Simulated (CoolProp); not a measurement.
Sulfur hexafluoride along the isotherm 130.95 °C: density (kg/m³) from the reference equation and from simpler models built on Tc = 45.6 °C, pc = 3755 kPa, ω = 0.210; each cubic takes its own stable root.

Values from CoolProp's reference Helmholtz-energy equation of state, Guder 2009.

```tsv
p (kPa)	phase	reference	Redlich-Kwong	Soave-Redlich-Kwong
626	gas	27.90	28.00	27.90
1250	gas	57.17	57.60	57.13
1880	gas	88.34	89.39	88.22
2500	gas	120.8	122.8	120.5
3130	gas	155.7	159.0	155.0
3750	gas	192.1	197.3	190.8
4380	supercritical	231.3	238.9	229.2
5010	supercritical	272.9	283.6	269.4
5630	supercritical	316.2	330.5	310.7
```
